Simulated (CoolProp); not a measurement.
Computed with CoolProp (reference Helmholtz-energy equation of state, Lemmon 2006). It is a short technical equation, of lower accuracy than the large ones.

For carbon monoxide, give the phase and the cv (kJ/(kg K)), Joule-Thomson coefficient (K/MPa) at -107.55 °C and 0.143 MPa.


- -107.55 °C and 0.143 MPa: gas; cv 0.744, Joule-Thomson coefficient 7.30
